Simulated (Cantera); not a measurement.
An adiabatic, constant-volume homogeneous reactor starts with 5.00 % CH4, 20.0 % O2, 75.0 % N2, equivalence ratio 0.50, at 1250 K and 3750 Torr.

Model: GRI-Mech 3.0 (53 species, 325 reactions), integrated in Cantera.

Question: Predict: time of steepest temperature rise; temperature at 4.00 s; equilibrium temperature; x(O2) at 4.00 s; x(H2O2) at 4.00 s; x(CO2) at 4.00 s; x(H2) at 4.00 s.

Answer: time of steepest temperature rise: 3.67 ms
temperature at 4.00 s: 2477 K
equilibrium temperature: 2477 K
x(O2) at 4.00 s: 0.0915 (gas-phase equilibrium 0.0915)
x(H2O2) at 4.00 s: 6.14e-7 (gas-phase equilibrium 6.14e-7)
x(CO2) at 4.00 s: 0.0482 (gas-phase equilibrium 0.0482)
x(H2) at 4.00 s: 0.000539 (gas-phase equilibrium 0.000539)
